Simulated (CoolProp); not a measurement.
Ammonia at 293.15 K and 0.202 MPa flows at 1.7 m/s in a round tube of 50 mm bore and 45 µm roughness, fully developed (64/Re and Nu = 3.66 if laminar; Colebrook and Gnielinski if turbulent). Each further row changes one setting.

Values from CoolProp's reference Helmholtz-energy equation of state, Gao 2020.

| case | Reynolds number | Darcy friction factor | pressure drop (Pa/m) | heat-transfer coefficient (W/(m² K)) | mass flow (kg/h) |
|---|---|---|---|---|---|
| as stated | … | 0.0307 | … | 20.6 | 17.4 |
| velocity 3.4 m/s | 24900 | 0.0266 | … | … | … |
| diameter 100 mm | 24900 | … | 0.535 | … | 69.4 |

Question: Fill in the missing entries.

Answer: 
- as stated, Reynolds number: 12400
- as stated, pressure drop (Pa/m): 1.28
- velocity 3.4 m/s, pressure drop (Pa/m): 4.45
- velocity 3.4 m/s, heat-transfer coefficient (W/(m² K)): 37.1
- velocity 3.4 m/s, mass flow (kg/h): 34.7
- diameter 100 mm, Darcy friction factor: 0.0256
- diameter 100 mm, heat-transfer coefficient (W/(m² K)): 17.8

Viscosity comes from a separate model (Fenghour 1995). Thermal conductivity comes from a separate model (Tufeu 1984).
